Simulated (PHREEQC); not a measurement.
Synthetic water in mg/L, 25 °C, pH 2.66, pe 10.4:

| constituent | mg/L |
|---|---|
| Na | 2010 |
| K | 67.1 |
| Ca | 61.5 |
| Mg | 1.1 |
| Cl | 699 |
| S(6) as SO4 | 3790 |
| B | 1.14 |
| Cd | 242 |
| F | 5.7 |

Valence states are taken as typed.

Equilibrium calculation in PHREEQC: ion-association model, phreeqc.dat.

```json
[
 {"quantity": "SO4-2 (mol/kgw)", "before": "0.0304", "after": "0.0576"},
 {"quantity": "NaSO4- (mol/kgw)", "before": "0.00442", "after": "0.0131"},
 {"quantity": "HSO4- (mol/kgw)", "before": "0.00292", "after": "0.00455"},
 {"quantity": "SI of Gypsum (CaSO4:2H2O)", "before": "-0.87", "after": "-0.51"},
 {"quantity": "SI of Fluorite (CaF2)", "before": "-1.23", "after": "-0.45"}
]
```

Task: Name the change that produced these shifts.
(A) Cd from 242 to 726 mg/L
(B) Ca from 61.5 to 123 mg/L
(C) all concentrations times 2 at the same typed pH

Result: C, all concentrations times 2 at the same typed pH

No solid was allowed to form. Real BF4- forms and hydrolyses slowly; the run takes it at equilibrium.
